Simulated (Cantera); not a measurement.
# Gas-phase reforming

A perfectly stirred reactor is fed with CH4 : CO2 : H2 = 1 : 0.67 : 0.57 (molar parts), at 1500 Torr; it is held at 1598 K, and followed from long to short residence time.

Detailed kinetics in Cantera: GRI-Mech 3.0 (53 species, 325 reactions).

```json
[
 {"τ (s)": "2.0", "x CH4": "0.0733", "x CO2": "0.0265", "x H2": "0.450", "x H2O2": "<1e-12", "x O": "4.11e-12"},
 {"τ (s)": "0.73", "x CH4": "0.0940", "x CO2": "0.0411", "x H2": "0.409", "x H2O2": "<1e-12", "x O": "4.68e-12"},
 {"τ (s)": "0.26", "x CH4": "0.135", "x CO2": "0.0708", "x H2": "0.370", "x H2O2": "<1e-12", "x O": "4.86e-12"},
 {"τ (s)": "0.093", "x CH4": "0.206", "x CO2": "0.128", "x H2": "0.340", "x H2O2": "<1e-12", "x O": "4.48e-12"},
 {"τ (s)": "0.033", "x CH4": "0.297", "x CO2": "0.204", "x H2": "0.316", "x H2O2": "<1e-12", "x O": "3.50e-12"},
 {"τ (s)": "0.012", "x CH4": "0.371", "x CO2": "0.258", "x H2": "0.290", "x H2O2": "<1e-12", "x O": "2.54e-12"},
 {"τ (s)": "0.0043", "x CH4": "0.415", "x CO2": "0.284", "x H2": "0.269", "x H2O2": "<1e-12", "x O": "1.92e-12"},
 {"τ (s)": "0.0015", "x CH4": "0.435", "x CO2": "0.294", "x H2": "0.259", "x H2O2": "<1e-12", "x O": "1.54e-12"},
 {"τ (s)": "0.00054", "x CH4": "0.443", "x CO2": "0.298", "x H2": "0.256", "x H2O2": "<1e-12", "x O": "1.20e-12"},
 {"τ (s)": "0.00019", "x CH4": "0.445", "x CO2": "0.299", "x H2": "0.255", "x H2O2": "<1e-12", "x O": "<1e-12"}
]
```
x: mole fraction; the columns are a selection and need not sum to one.
